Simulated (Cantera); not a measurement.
Cantera run, input and output.

```python
import numpy as np
import cantera as ct

gas = ct.Solution("gri30.yaml")
gas.TPX = 525, 1000000, {'C2H4': 1, 'O2': 7.32, 'N2': 27.5, 'CO2': 8.5}
inlet = ct.Reservoir(gas, clone=True)
gas.equilibrate("HP")  # start burning
reactor = ct.IdealGasConstPressureReactor(gas, energy="on", clone=False)
exhaust = ct.Reservoir(gas, clone=True)
tau = [0.029, 0.014, 0.0065, 0.003, 0.0014, 0.00067, 0.00032, 0.00015, 7e-05, 3.3e-05, 1.5e-05, 7.3e-06][0]
for a, b in ((inlet, reactor), (reactor, exhaust)):
    ct.MassFlowController(a, b, mdot=lambda t: reactor.mass / tau)
net = ct.ReactorNet([reactor])
show = ['C2H4', 'O2', 'CO2', 'H2O', 'N2O']

rows = []
print(f"{'tau/s':>10s}{'T/K':>9s}" + "".join(f"{s:>11s}" for s in show))
for tau in [0.029, 0.014, 0.0065, 0.003, 0.0014, 0.00067, 0.00032, 0.00015, 7e-05, 3.3e-05, 1.5e-05, 7.3e-06]:
    net.initial_time = 0.0
    net.advance(30 * tau)
    before = gas.X
    net.advance(40 * tau)
    drift = np.max(np.abs(gas.X - before) / (gas.X + 1e-9))
    rows.append([gas.T, *gas[show].X, drift])
    print(f"{tau:10.3e}{gas.T:9.1f}" + "".join(f"{x:11.3e}" for x in gas[show].X))
```

Output:

```
     tau/s      T/K       C2H4         O2        CO2        H2O        N2O
 2.900e-02   1271.2  2.498e-04  1.008e-01  2.305e-01  4.428e-02  1.233e-06
 1.400e-02   1221.4  6.268e-04  1.043e-01  2.243e-01  4.315e-02  5.144e-07
 6.500e-03    525.0  2.256e-02  1.652e-01  1.918e-01  6.846e-17  3.921e-22
 3.000e-03    525.0  2.256e-02  1.652e-01  1.918e-01  3.434e-19  1.967e-24
 1.400e-03    525.0  2.256e-02  1.652e-01  1.918e-01  2.169e-20  1.242e-25
 6.700e-04    525.0  2.256e-02  1.652e-01  1.918e-01  1.370e-21  7.848e-27
 3.200e-04    525.0  2.256e-02  1.652e-01  1.918e-01  8.656e-23  4.957e-28
 1.500e-04    525.0  2.256e-02  1.652e-01  1.918e-01  5.467e-24  3.131e-29
 7.000e-05    525.0  2.256e-02  1.652e-01  1.918e-01  3.454e-25  1.978e-30
 3.300e-05    525.0  2.256e-02  1.652e-01  1.918e-01  2.182e-26  1.249e-31
 1.500e-05    525.0  2.256e-02  1.652e-01  1.918e-01  1.378e-27  7.896e-33
 7.300e-06    525.0  2.256e-02  1.652e-01  1.918e-01  8.704e-29  5.002e-34
```

Cantera simulation using GRI-Mech 3.0 (53 species, 325 reactions); the numbers are that mechanism's predictions, not measurements.
